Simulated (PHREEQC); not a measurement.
A made-up water analysis in mmol/kgw, 25 °C, pH 6.52, pe 8.2:

| constituent | mmol/kgw |
|---|---|
| Na | 1.93 |
| K | 0.819 |
| Ca | 4.83 |
| Mg | 0.21 |
| Cl | 6.39 |
| S(6) | 1.63 |
| Alkalinity (meq/kgw) | 2.97 |
| Zn | 0.00461 |
| Sr | 0.0876 |
| Li | 0.165 |
| F | 0.0335 |
| Cu(2) | 0.165 |
| N(5) | 0.00556 |

Cl is adjusted to close the charge balance.
Valence states are taken as typed.

Equilibrium calculation in PHREEQC: ion-association model, wateq4f.dat.

Precipitation was switched off in this run.

Problem. Order these Sr species by the share of Sr that they hold, largest first: Sr+2, SrHCO3+, SrSO4.

Solution. Sr+2 (90 %), SrSO4 (7.6 %), SrHCO3+ (2.2 %)

The pH is 6.52 and the ionic strength 0.0183 mol/kgw. The solution is supersaturated, for example in Malachite, Brochantite, so a real one may precipitate; this is no full list. The database's zinc carbonate complexes are estimates, stronger than later reviews accept.
